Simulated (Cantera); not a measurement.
Cantera run, input and output.

```python
import numpy as np
import cantera as ct

gas = ct.Solution("gri30.yaml")
gas.TPX = 1400, 20000, {'H2': 1.5, 'O2': 1, 'N2': 0.78, 'H2O': 0.21}
inlet = ct.Reservoir(gas, clone=True)

reactor = ct.IdealGasConstPressureReactor(gas, energy="off", clone=False)
exhaust = ct.Reservoir(gas, clone=True)
tau = [6.5, 2.8, 1.2, 0.49, 0.21, 0.088, 0.037, 0.016, 0.0067, 0.0028][0]
for a, b in ((inlet, reactor), (reactor, exhaust)):
    ct.MassFlowController(a, b, mdot=lambda t: reactor.mass / tau)
net = ct.ReactorNet([reactor])
show = ['H2', 'O2', 'H', 'H2O', 'H2O2', 'NO2']

rows = []
print(f"{'tau/s':>10s}{'T/K':>9s}" + "".join(f"{s:>11s}" for s in show))
for tau in [6.5, 2.8, 1.2, 0.49, 0.21, 0.088, 0.037, 0.016, 0.0067, 0.0028]:
    net.initial_time = 0.0
    net.advance(30 * tau)
    before = gas.X
    net.advance(40 * tau)
    drift = np.max(np.abs(gas.X - before) / (gas.X + 1e-9))
    rows.append([gas.T, *gas[show].X, drift])
    print(f"{tau:10.3e}{gas.T:9.1f}" + "".join(f"{x:11.3e}" for x in gas[show].X))
```

It prints:

```
     tau/s      T/K         H2         O2          H        H2O       H2O2        NO2
 6.500e+00   1400.0  1.211e-04  9.112e-02  4.556e-06  6.235e-01  1.991e-07  2.316e-09
 2.800e+00   1400.0  2.128e-04  9.110e-02  1.062e-05  6.233e-01  3.012e-07  2.170e-09
 1.200e+00   1400.0  3.754e-04  9.109e-02  2.500e-05  6.229e-01  4.478e-07  1.708e-09
 4.900e-01   1400.0  6.838e-04  9.110e-02  6.186e-05  6.222e-01  6.659e-07  1.169e-09
 2.100e-01   1400.0  1.203e-03  9.116e-02  1.455e-04  6.211e-01  9.480e-07  7.999e-10
 8.800e-02   1400.0  2.137e-03  9.133e-02  3.487e-04  6.192e-01  1.331e-06  5.870e-10
 3.700e-02   1400.0  3.758e-03  9.171e-02  8.264e-04  6.159e-01  1.820e-06  4.900e-10
 1.600e-02   1400.0  6.412e-03  9.246e-02  1.883e-03  6.105e-01  2.398e-06  4.534e-10
 6.700e-03   1400.0  1.096e-02  9.393e-02  4.342e-03  6.008e-01  3.082e-06  4.413e-10
 2.800e-03   1400.0  1.824e-02  9.660e-02  9.716e-03  5.842e-01  3.780e-06  4.384e-10
```

Computed with Cantera and GRI-Mech 3.0 (53 species, 325 reactions). The temperature is held fixed by assumption; the heat of reaction is taken as removed at once.
